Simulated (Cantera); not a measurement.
Feed: 1 mol CsCl, 0.02 mol HCl, 50 mol H2, equilibrated at 0.100 bar.

Equilibrium computed with Cantera from the NASA thermochemical tables; the gas is ideal and each condensed phase is pure. Candidate condensed phases: Cs, CsCl; 9 gas species. Rates play no part.

Q: At 627 °C, list the 4 most abundant gas species with their mole fractions, and the condensed phases.

A: H2 0.999, CsCl 0.000719, HCl 0.000399, Cs2Cl2 0.000380. Condensed: CsCl(s).
